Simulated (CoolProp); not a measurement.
CH2F2 (R32) at 409.91 K and 3.54 MPa flows at 20 m/s in a round tube of 1 mm bore and 45 µm roughness, fully developed (64/Re and Nu = 3.66 if laminar; Colebrook and Gnielinski if turbulent). Each further row changes one setting.

The numbers come from the reference Helmholtz-energy equation of state, Tillner-Roth 1997 in CoolProp.

| case | Reynolds number | Darcy friction factor | pressure drop (Pa/m) | heat-transfer coefficient (W/(m² K)) | mass flow (kg/h) |
|---|---|---|---|---|---|
| as stated | 67700 | 0.0685 | 863000 | 15700 | 3.56 |
| velocity 40 m/s | 135000 | 0.0684 | 3440000 | 31600 | 7.12 |
| diameter 2 mm | 135000 | 0.0512 | 322000 | 11600 | 14.2 |

Viscosity comes from a separate model (Bell 2016), an estimate that may be off by 10 % or more. Thermal conductivity comes from a separate model (Huber 2003), an estimate that may be off by 10 % or more.
